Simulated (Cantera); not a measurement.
Input (Python, Cantera):

```python
import numpy as np
import cantera as ct

gas = ct.Solution("gri30.yaml", transport_model="mixture-averaged")
show = ['N2', 'C2H2', 'H2O']

rows = []
print(f"{'T/K':>7s}{'rho':>11s}{'cp':>10s}{'mu':>11s}{'lambda':>11s}{'Pr':>7s}" + "".join(f"{'D_' + s:>11s}" for s in show))
for T in [400, 650, 900, 1150, 1400, 1650, 1900, 2150, 2400]:
    gas.TPX = T, 20000, {'N2': 0.49, 'NO': 0.66, 'N2O': 0.64}
    Pr = gas.cp_mass * gas.viscosity / gas.thermal_conductivity
    D = [gas.mix_diff_coeffs_mole[gas.species_index(s)] for s in show]
    rows.append([gas.density, gas.cp_mass, gas.viscosity, gas.thermal_conductivity, Pr, *D])
    print(f"{T:7g}{gas.density:11.4e}{gas.cp_mass:10.1f}{gas.viscosity:11.4e}"
          f"{gas.thermal_conductivity:11.4e}{Pr:7.3f}" + "".join(f"{d:11.4e}" for d in D))
print("SI units: kg/m3, J/kg/K, Pa s, W/m/K, m2/s")
```

Output:

```
    T/K        rho        cp         mu     lambda     Pr       D_N2     D_C2H2      D_H2O
    400 2.0728e-01     996.3 2.1399e-05 2.9823e-02  0.715 1.5052e-04 1.2629e-04 1.7723e-04
    650 1.2756e-01    1094.0 3.0778e-05 4.6797e-02  0.720 3.4861e-04 2.9885e-04 4.4181e-04
    900 9.2125e-02    1172.7 3.8636e-05 6.2464e-02  0.725 6.0472e-04 5.2318e-04 7.9392e-04
   1150 7.2098e-02    1222.8 4.5600e-05 7.6903e-02  0.725 9.1204e-04 7.9273e-04 1.2206e-03
   1400 5.9223e-02    1258.6 5.1963e-05 9.0297e-02  0.724 1.2662e-03 1.1034e-03 1.7138e-03
   1650 5.0250e-02    1286.3 5.7888e-05 1.0281e-01  0.724 1.6641e-03 1.4524e-03 2.2683e-03
   1900 4.3638e-02    1307.2 6.3474e-05 1.1456e-01  0.724 2.1033e-03 1.8375e-03 2.8803e-03
   2150 3.8564e-02    1322.9 6.8791e-05 1.2567e-01  0.724 2.5819e-03 2.2570e-03 3.5471e-03
   2400 3.4547e-02    1334.5 7.3885e-05 1.3621e-01  0.724 3.0983e-03 2.7097e-03 4.2666e-03
SI units: kg/m3, J/kg/K, Pa s, W/m/K, m2/s
```

Model: GRI-Mech 3.0 (53 species, 325 reactions), integrated in Cantera. The composition is frozen, though it would react at the higher temperatures.
